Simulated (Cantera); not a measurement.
A closed system holds: 1 mol Pb, 1.3 mol O₂, 0.72 mol N₂, equilibrated at 923 K and 23.0 Pa.

These are equilibrium values from Cantera (NASA tables, ideal gas, pure condensed phases), not measurements of a reactor. Candidate condensed phases: Pb, PbO, PbO₂, Pb₃O₄; 12 gas species. Equilibrium is a limit: real reactors are often held back by kinetics, nucleation or transport.

Question: What is the equilibrium state?

Answer: 
```
Property                                Value
----------------------------------  ---------
x(O₂)                                   0.526
x(N₂)                                   0.474
x(PbO)                                8.20e-5
x(NO)                                 1.53e-5
n(PbO(yellow))                      1.000 mol
gas amount                          1.520 mol
log10 activity of PbO₂(s) (absent)      -3.86
log10 activity of Pb(l) (absent)        -5.22
```
